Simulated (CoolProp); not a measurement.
Vapour-liquid equilibrium of R22 (1) + dimethyl ether (2) at -4.65 °C; x and y are mole fractions of (1).

Computed with CoolProp (multi-fluid Helmholtz-energy mixture model, Kamei 1995 and Wu 2011; pair parameters Bell 2016).

**Question.** Give the bubble pressure and the first vapour's composition at x = 0.125, 0.35, 0.65. Is there an azeotrope?

**Answer.** x = 0.125: 219.6 kPa, y = 0.109; x = 0.35: 219.5 kPa, y = 0.388; x = 0.65: 275.4 kPa, y = 0.809. y crosses x between x = 0.2 and 0.275: the model has an azeotrope there.

The pair parameters rest on a limited set of measurements; away from them the model extrapolates.
